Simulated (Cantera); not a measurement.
What does this Cantera script print?

```python
import numpy as np
import cantera as ct

gas_names = """
    H H2 N NH NH2 NH3 N2 N2H2 N2H4 Pb Pb2
""".split()
cond_names = """
    Pb(cr) Pb(L)
""".split()


# ... load() reads the species with a 1 bar reference pressure and builds the phases ...
atoms = {
    'Pb': {'Pb': 1},
    'H2': {'H': 2},
    'N2': {'N': 2},
}
top_T = {}  # K; cautious upper limits of use, not melting points


# ... equilibrate(T, P, feed) seeds the gas with the atoms and calls Mixture.equilibrate('TP', solver="vcs", rtol=1e-11, max_steps=5000) ...
results = []
feed = {'Pb': 1, 'H2': 0.077, 'N2': 0.13}  # mol
T = 648.15  # K
P = 101325  # Pa
mix = equilibrate(T, P, feed)
results.append((T, P, feed, dict(zip(mix.species_names, mix.species_moles))))
x = sorted(zip(gas.X, gas.species_names), reverse=True)
print(f"T = {T:g} K  P = {P:g} Pa  gas = {mix.phase_moles(0):.4g} mol")
print("   x: " + "  ".join(f"{s} {v:.3e}" for v, s in x if v > 0.001))
print("   condensed (mol): " + ("  ".join(f"{mix.phase(i).name} {mix.phase_moles(i):.4g}"
      for i in range(1, mix.n_phases) if mix.phase_moles(i) > 1e-12) or "none"))
```

Output:

```
T = 648.15 K  P = 101325 Pa  gas = 0.2063 mol
   x: N2 6.285e-01  H2 3.681e-01  NH3 3.453e-03
   condensed (mol): Pb(L) 1
```

Method: chemical equilibrium by Gibbs-energy minimisation in Cantera with the NASA 1993 tables (ideal gas, pure condensed phases).
